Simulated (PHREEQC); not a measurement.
Consider water at 15 °C with 0.0024 mol NaH2PO4, 0.00017 mol HCl and 0.0074 mol H3AsO4 per kg of water. Closed to the air; pH follows from the charge balance.

The numbers come from PHREEQC with the ion-association model, wateq4f.dat.

```csv
quantity,before,after
pH,2.43,2.51
ionic strength (mol/kgw),0.00641,0.00576
H2PO4- (mol/kgw),0.00166,0.00146
H3PO4 (mol/kgw),0.000740,0.000935
HPO4-2 (mol/kgw),3.35e-8,4.61e-8
SI of Halite (NaCl),-8.02,-8.13
```

### Question
Which change was made?
A. temperature from 15 to 65 °C
B. diluted 100-fold with water
C. 0.0026 mol/kgw NH3 added
D. diluted 2-fold with water
E. H3AsO4 left out

### Answer
A, temperature from 15 to 65 °C

This is a speciation only: nothing precipitates in the calculation. H3PO4, which wateq4f.dat lacks, is added to it with the constant of phreeqc.dat. Away from 25 °C the constants follow the database's enthalpies or fits; those with neither stay at their 25 °C values.
